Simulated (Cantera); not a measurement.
An isothermal, constant-pressure homogeneous reactor starts with 50.9 % H2, 26.8 % O2, 22.3 % N2, equivalence ratio 0.95, at 1200 K and 1.00 bar.

Cantera simulation using GRI-Mech 3.0 (53 species, 325 reactions); the numbers are that mechanism's predictions, not measurements. The temperature is held fixed by assumption; the heat of reaction is taken as removed at once.

One state of this run: x H2 = 0.000909; x O2 = 0.0184; x HO2 = 1.33e-5; x NO = 2.24e-6; x H = 8.84e-7. x: mole fraction; the columns are a selection and need not sum to one.

### Question
Which value of t (s) does it belong to?
(A) 0.00969
(B) 60.0
(C) 0.00367
(D) 0.469

### Answer
A, 0.00969
